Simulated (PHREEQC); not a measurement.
Solution (46 °C): 0.004 mol NH4Cl, 0.001 mol Na2B4O7 and 0.13 mol LiCl per kg of water. Closed to the air; pH follows from the charge balance.

Model: ion-association model, phreeqc.dat, run in PHREEQC.

| quantity | before | after |
|---|---|---|
| pH | 8.39 | 5.65 |
| NH4+ (mol/kgw) | 0.00288 | 0.00400 |
| NH3 (mol/kgw) | 0.00112 | 2.77e-6 |

### Question
What was changed between the two runs?
(A) temperature from 46 to 45 °C
(B) temperature from 46 to 65 °C
(C) Na2B4O7 left out
(D) NH4Cl from 0.004 to 0.006 mol/kgw
(E) Na2B4O7 from 0.001 to 0.0015 mol/kgw

### Answer
C, Na2B4O7 left out

No solid was allowed to form. Away from 25 °C the constants follow the database's enthalpies or fits; those with neither stay at their 25 °C values.
